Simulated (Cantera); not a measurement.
Input: 1 mol CuO, 910 mol H₂, 7.1 mol H₂O, equilibrated at 1325 °C and 190000 Pa.

Cantera equilibrium calculation (NASA polynomials, part measured and part estimated; ideal gas, pure solids and liquids). Candidate condensed phases: Cu, CuO, Cu(OH)₂, Cu₂O, H₂O; 12 gas species. Equilibrium is a limit: real reactors are often held back by kinetics, nucleation or transport.

Base state: H₂ 0.991, H₂O 0.00883, H 3.84e-5, Cu 2.03e-5 (mole fractions); condensed: Cu(l).

**Question.** What changes in the equilibrium state with this change: pressure from 190000 Pa to 39.0 Pa?

**Answer.** 
```
species      before    after
----------  -------  -------
H₂            0.991    0.987
H₂O         0.00883  0.00881
H           3.84e-5  0.00268
Cu          2.03e-5  0.00109
Cu(l), mol    0.981        0
```
